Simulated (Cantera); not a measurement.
An isothermal, constant-pressure homogeneous reactor starts with 4.03 % H₂, 96.0 % O₂, equivalence ratio 0.021, at 1325 K and 20.0 Torr.

Detailed kinetics in Cantera: the H2/O2 subset of GRI-Mech 3.0, which has no nitrogen chemistry. Radical loss at walls, strong at low pressure, is not modelled. The temperature is held fixed by assumption; the heat of reaction is taken as removed at once.

x: mole fraction; the columns are a selection and need not sum to one.

```csv
t (s),x H₂,x O₂,x O,x H₂O,x H₂O₂
0.000600,0.0391,0.959,0.000619,0.000835,?
0.00221,0.000552,0.927,0.0284,0.0358,1.07e-7
0.00811,0.000421,0.935,0.0212,0.0371,1.04e-7
0.0298,0.000185,0.949,0.00898,0.0392,?
0.110,3.32e-5,0.957,0.00158,0.0405,?
0.403,3.72e-6,0.959,0.000176,0.0410,?
1.48,4.72e-7,0.959,2.24e-5,0.0411,?
5.44,8.58e-8,0.959,4.10e-6,0.0411,8.54e-10
20.0,3.62e-8,0.959,1.73e-6,0.0411,4.47e-10
```

Task: Some entries are withheld; supply them.

Result: 
- 0.000600, x H₂O₂: 5.03e-9
- 0.0298, x H₂O₂: 8.64e-8
- 0.110, x H₂O₂: 4.49e-8
- 0.403, x H₂O₂: 1.38e-8
- 1.48, x H₂O₂: 3.30e-9
